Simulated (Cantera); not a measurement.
Cantera run, input and output.

```python
import numpy as np
import cantera as ct

gas = ct.Solution("gri30.yaml")
gas.TPX = 1325, 230, {'H2': 0.016, 'O2': 0.17}
reactor = ct.IdealGasConstPressureReactor(gas, energy="off", clone=False)
net = ct.ReactorNet([reactor])
net.rtol, net.atol = 1e-08, 1e-18
show = ['H2', 'O2', 'OH', 'HO2', 'H2O2']
times = np.geomspace(4e-05, 20, 15)

steps = ct.SolutionArray(gas, extra=["t"])
rows = []
print(f"{'t/s':>10s}{'T/K':>9s}{'P/Pa':>11s}" + "".join(f"{s:>11s}" for s in show))
for t in times:
    while net.time < t:
        t_next = net.step()
        steps.append(gas.state, t=t_next)
    rows.append([np.interp(t, steps.t, y) for y in (steps.T, steps.P, *steps(*show).X.T)])
    print(f"{t:10.3e}{rows[-1][0]:9.1f}{rows[-1][1]:11.4g}" + "".join(f"{x:11.3e}" for x in rows[-1][2:]))
rate = np.gradient(steps.T, steps.t)
print("integrator steps:", len(steps.t))
if steps.T.max() > steps.T[0] + 200:
    print(f"time of steepest temperature rise: {steps.t[rate.argmax()]:.4e} s")
gas.TPX = 1325, 230, {'H2': 0.016, 'O2': 0.17}
gas.equilibrate("TP")
print(f"equilibrium (TP): T = {gas.T:.1f} K  " + "  ".join(f"{s} {gas[s].X[0]:.3e}" for s in show))
```

It prints:

```
       t/s      T/K       P/Pa         H2         O2         OH        HO2       H2O2
 4.000e-05   1325.0        230  8.602e-02  9.140e-01  4.704e-10  4.231e-09  2.760e-13
 1.021e-04   1325.0        230  8.602e-02  9.140e-01  2.593e-09  1.080e-08  1.794e-12
 2.607e-04   1325.0        230  8.602e-02  9.140e-01  1.264e-08  2.757e-08  1.164e-11
 6.657e-04   1325.0        230  8.602e-02  9.140e-01  6.841e-08  7.035e-08  7.514e-11
 1.700e-03   1325.0        230  8.602e-02  9.140e-01  1.093e-06  1.795e-07  4.775e-10
 4.339e-03   1325.0        230  8.380e-02  9.124e-01  6.919e-04  4.300e-07  2.704e-09
 1.108e-02   1325.0        230  2.414e-03  8.477e-01  7.970e-03  6.379e-07  2.102e-08
 2.828e-02   1325.0        230  2.224e-03  8.482e-01  7.719e-03  6.321e-07  2.009e-08
 7.221e-02   1325.0        230  2.160e-03  8.504e-01  7.617e-03  6.307e-07  2.020e-08
 1.844e-01   1325.0        230  2.003e-03  8.556e-01  7.358e-03  6.258e-07  2.039e-08
 4.707e-01   1325.0        230  1.649e-03  8.667e-01  6.718e-03  6.076e-07  2.057e-08
 1.202e+00   1325.0        230  1.017e-03  8.844e-01  5.328e-03  5.407e-07  1.964e-08
 3.068e+00   1325.0        230  3.722e-04  9.006e-01  3.252e-03  3.695e-07  1.507e-08
 7.834e+00   1325.0        230  8.265e-05  9.077e-01  1.539e-03  1.600e-07  8.151e-09
 2.000e+01   1325.0        230  1.570e-05  9.095e-01  6.714e-04  5.018e-08  3.426e-09
integrator steps: 1098
equilibrium (TP): T = 1325.0 K  H2 2.652e-07  O2 9.101e-01  OH 8.737e-05  HO2 2.946e-08  H2O2 2.720e-10
```

Model: GRI-Mech 3.0 (53 species, 325 reactions), integrated in Cantera. Radical loss at walls, strong at low pressure, is not modelled. The temperature is held fixed by assumption; the heat of reaction is taken as removed at once.
